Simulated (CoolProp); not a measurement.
A single-stage vapour-compression cycle with dimethyl ether: evaporating at 261.15 K (dew point), condensing at 292.15 K (bubble point), superheat 8 K, subcooling 8 K, compressor efficiency 0.6, no pressure losses. Each further row changes one setting.

Model: reference Helmholtz-energy equation of state, Wu 2011, in CoolProp.

```json
[
 {"case": "as stated", "cooling COP": "4.71", "pressure ratio": "2.89", "discharge temperature (K)": "332.6", "refrigerating effect (kJ/kg)": "408", "volumetric capacity (kJ/m³)": "1510"},
 {"case": "evaporating temperature 266.15 K", "cooling COP": "5.82", "pressure ratio": "2.39", "discharge temperature (K)": "326.5", "refrigerating effect (kJ/kg)": "414", "volumetric capacity (kJ/m³)": "1830"},
 {"case": "condensing temperature 287.15 K", "cooling COP": "5.71", "pressure ratio": "2.47", "discharge temperature (K)": "323.3", "refrigerating effect (kJ/kg)": "420", "volumetric capacity (kJ/m³)": "1550"},
 {"case": "subcooling 13 K", "cooling COP": "4.85", "pressure ratio": "2.89", "discharge temperature (K)": "332.6", "refrigerating effect (kJ/kg)": "420", "volumetric capacity (kJ/m³)": "1550"},
 {"case": "superheat 18 K", "cooling COP": "4.67", "pressure ratio": "2.89", "discharge temperature (K)": "343.7", "refrigerating effect (kJ/kg)": "423", "volumetric capacity (kJ/m³)": "1500"},
 {"case": "compressor efficiency 0.5", "cooling COP": "3.92", "pressure ratio": "2.89", "discharge temperature (K)": "343.0", "refrigerating effect (kJ/kg)": "408", "volumetric capacity (kJ/m³)": "1510"}
]
```
